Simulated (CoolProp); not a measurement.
The numbers come from the reference Helmholtz-energy equation of state, Akasaka 2023 in CoolProp.

Question: For R1224YDZ, give the phase and the density (kg/m³), cp (kJ/(kg K)), expansivity (1/kK), fugacity coefficient at 473.1 K and 20.8 bar; 473.1 K and 104 bar.

Answer: 
- 473.1 K and 20.8 bar: gas; density 94.1, cp 1.12, expansivity 3.95, fugacity coefficient 0.853
- 473.1 K and 104 bar: supercritical; density 829, cp 1.49, expansivity 5.36, fugacity coefficient 0.440
